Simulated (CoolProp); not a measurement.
Vapour-liquid equilibrium of benzene (1) + octamethylcyclotetrasiloxane (D4) (2) at 385.5 K; x and y are mole fractions of (1).

The numbers come from the multi-fluid Helmholtz-energy mixture model, Thol 2012 and Thol 2015; pair parameters Bell 2016 in CoolProp.

| x | bubble pressure (MPa) | y at the bubble point | dew pressure at overall composition x (MPa) | liquid density (mol/L) |
|---|---|---|---|---|
| 0.05 | 0.02329 | 0.415 | 0.01493 | 2.982 |
| 0.2 | 0.05552 | 0.790 | 0.01752 | 3.408 |
| 0.35 | 0.09048 | 0.894 | 0.02119 | 3.945 |
| 0.5 | 0.1250 | 0.939 | 0.02681 | 4.642 |
| 0.65 | 0.1595 | 0.965 | 0.03655 | 5.586 |
| 0.8 | 0.1961 | 0.984 | 0.05763 | 6.930 |
| 0.95 | 0.2356 | 0.997 | 0.1374 | 8.988 |

No azeotrope shows between x = 0.05 and 0.95.

The pair parameters rest on a limited set of measurements; away from them the model extrapolates.
